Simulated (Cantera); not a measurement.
Charge: 1 mol SiO2, a varied amount of F2, 6.8 mol O2, held at 927 °C and 87.0 Pa.

Cantera equilibrium calculation (NASA polynomials, part measured and part estimated; ideal gas, pure solids and liquids). Candidate condensed phases: Si, SiO2; 17 gas species. The tables hold silica as quartz up to 1696 K and as liquid above; real silica turns to tridymite and cristobalite and melts near 1996 K. Kinetics and transport are ignored.

x: gas mole fraction; n: condensed amount in mol.

| n(F2) (mol) | x O2 | x F | x SiF4 | x F2 | x O | x FO | x FO2 | n SiO2(β-quartz) |
|---|---|---|---|---|---|---|---|---|
| 0.68 | 0.955 | 5.87e-8 | 0.0455 | <1e-12 | 8.30e-7 | <1e-12 | <1e-12 | ? |
| 0.86 | 0.944 | 6.17e-8 | 0.0561 | <1e-12 | 8.25e-7 | <1e-12 | <1e-12 | ? |
| 1.1 | 0.930 | 6.49e-8 | 0.0696 | <1e-12 | 8.20e-7 | <1e-12 | <1e-12 | ? |
| 1.4 | 0.915 | 6.80e-8 | 0.0854 | <1e-12 | 8.13e-7 | <1e-12 | <1e-12 | ? |
| 1.8 | 0.895 | 7.11e-8 | 0.105 | <1e-12 | 8.04e-7 | <1e-12 | <1e-12 | ? |
| 2.2 | 0.848 | 0.0435 | 0.109 | 6.21e-6 | 7.82e-7 | 2.06e-7 | 6.37e-8 | 0 |
| 2.8 | 0.750 | 0.154 | 0.0962 | 7.77e-5 | 7.36e-7 | 6.84e-7 | 1.99e-7 | 0 |

### Question
Complete the blanks.

### Answer

- 0.68, n SiO2(β-quartz): 0.660
- 0.86, n SiO2(β-quartz): 0.570
- 1.1, n SiO2(β-quartz): 0.450
- 1.4, n SiO2(β-quartz): 0.300
- 1.8, n SiO2(β-quartz): 0.100
